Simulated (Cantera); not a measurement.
Equilibrium for carbon deposition, reforming and gasification: n-butane + H2

Charge: 1 mol n-butane, 7.2 mol H2, equilibrated at 2150 K and 10000 Pa.

Equilibrium computed with Cantera from the NASA thermochemical tables; the gas is ideal and each condensed phase is pure. Candidate condensed phases: C, C6H6, C7H8, C8H18; 76 gas species. Equilibrium is a limit: real reactors are often held back by kinetics, nucleation or transport.

```json
{
  "x(H2)": "0.985",
  "x(H)": "0.0132",
  "x(C2H2 (acetylene))": "0.00191",
  "x(CH4)": "2.85e-5",
  "x(CH3)": "7.40e-6",
  "x(C4H2)": "1.50e-6",
  "n(C(graphite))": "3.95 mol",
  "gas_amount": "12.28 mol"
}
```
